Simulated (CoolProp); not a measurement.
Vapour-liquid equilibrium of propylene (1) + n-heptane (2) at 0.056 MPa; x and y are mole fractions of (1).

Computed with CoolProp (multi-fluid Helmholtz-energy mixture model, Lemmon 2013 and Span 2003; pair parameters Bell 2016).

Question: Give the bubble temperature and the first vapour's composition at x = 0.05, 0.65, 0.95. Is there an azeotrope?

Answer: x = 0.05: 23.8 °C, y = 0.900; x = 0.65: -54.1 °C, y = 1.000; x = 0.95: -58.9 °C, y = 1.000. No azeotrope shows between x = 0.05 and 0.95.

The pair parameters rest on a limited set of measurements; away from them the model extrapolates. The gap from Raoult's law changes sign with composition, which may be real or a fault of the pair parameters; it wasn't checked against measurements.
